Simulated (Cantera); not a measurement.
A closed system holds: 1 mol C2H6, 0.12 mol NH3, 2 mol N2, 0.25 mol O2, equilibrated at 577 °C and 310 Pa.

Cantera equilibrium calculation (NASA polynomials, part measured and part estimated; ideal gas, pure solids and liquids). Candidate condensed phases: C, C6H6, C7H8, C8H18, H2O; 136 gas species. Equilibrium is a limit: real reactors are often held back by kinetics, nucleation or transport.

Base state: H2 0.553, N2 0.360, CO 0.0853, H2O 0.00103, CH4 0.000590, CO2 0.000486 (mole fractions); condensed: C(graphite).

### Question
What changes in the equilibrium state with this change: pressure from 310 Pa to 13300 Pa?

### Answer
```tsv
species	before	after
H2	0.553	0.515
N2	0.360	0.378
CO	0.0853	0.0516
H2O	0.00103	0.0250
CH4	0.000590	0.0220
NH3	1.42e-6	5.63e-5
CO2	0.000486	0.00764
C(graphite), mol	1.51	1.56
```
